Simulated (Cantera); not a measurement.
Feed: 1 mol Si, 2.9 mol Cl₂, 1.8 mol H₂, held at 1198 K and 1.00 bar.

Method: chemical equilibrium by Gibbs-energy minimisation in Cantera with the NASA 1993 tables (ideal gas, pure condensed phases). Candidate condensed phases: Si; 19 gas species. The tables' values for SiCl₃ are old estimates; treat these amounts as uncertain. The numbers say what is thermodynamically allowed, not how fast it happens.

Base state: HCl 0.491, SiCl₄ 0.266, H₂ 0.239, SiHCl₃ 0.00348, SiCl₃ 0.00103, SiCl₂ 3.53e-5 (mole fractions); condensed: gas only.

What changes in the equilibrium state with this change: Cl₂ from 2.9 to 1.2 mol?


```
species      before    after
----------  -------  -------
H₂            0.239    0.689
SiCl₄         0.266    0.172
SiHCl₃      0.00348   0.0688
HCl           0.491   0.0465
SiCl₃       0.00103   0.0120
SiH₃Cl      2.79e-9  5.12e-5
SiH₂Cl₂     5.96e-6  0.00359
SiCl₂       3.53e-5  0.00738
Si(s), mol        0    0.366
```

What changes in the equilibrium state with this change: temperature from 1198 K to 925 K?


| species | before | after |
|---|---|---|
| HCl | 0.491 | 0.487 |
| SiCl₄ | 0.266 | 0.270 |
| H₂ | 0.239 | 0.243 |
| SiCl₂ | 3.53e-5 | 5.43e-9 |
| SiCl₃ | 0.00103 | 6.07e-6 |
| SiHCl₃ | 0.00348 | 0.000489 |

What changes in the equilibrium state with this change: Si replaced by SiCl₄?


```tsv
species	before	after
HCl	0.491	0.631
Cl₂	1.28e-9	0.192
SiCl₄	0.266	0.175
H₂	0.239	2.64e-9
SiHCl₃	0.00348	<1e-9
SiCl₂	3.53e-5	<1e-9
SiCl₃	0.00103	5.55e-8
Cl	1.66e-7	0.00203
```
